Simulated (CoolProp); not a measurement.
Properties of oxygen along the isotherm -190.75 °C.

Values from CoolProp's reference Helmholtz-energy equation of state, Schmidt 1985.

```csv
p (MPa),phase,expansivity (1/kK),Prandtl number,fugacity coefficient
0.158,liquid,4.053,2.52,0.2583
0.315,liquid,4.047,2.52,[?]
0.473,liquid,4.041,2.52,0.08738
0.631,liquid,4.034,2.53,0.06591
0.789,liquid,4.028,2.53,0.05304
0.946,liquid,4.021,2.53,0.04452
1.1,liquid,4.015,2.53,0.03852
1.26,liquid,4.009,2.53,[?]
1.42,liquid,4.003,2.53,[?]
1.58,liquid,3.996,2.53,0.02733
1.73,liquid,3.990,2.54,0.02511
1.89,liquid,3.984,2.54,0.02313
2.05,liquid,3.978,2.54,0.02146
2.21,liquid,3.972,2.54,0.02003
2.37,liquid,3.966,2.54,0.01880
2.52,liquid,3.960,2.54,0.01778
```

Question: Some entries are withheld; supply them.

Answer: 
- 0.315, fugacity coefficient: 0.1304
- 1.26, fugacity coefficient: 0.03384
- 1.42, fugacity coefficient: 0.03022

Viscosity comes from a separate model (Lemmon 2004). Thermal conductivity comes from a separate model (Lemmon 2004).
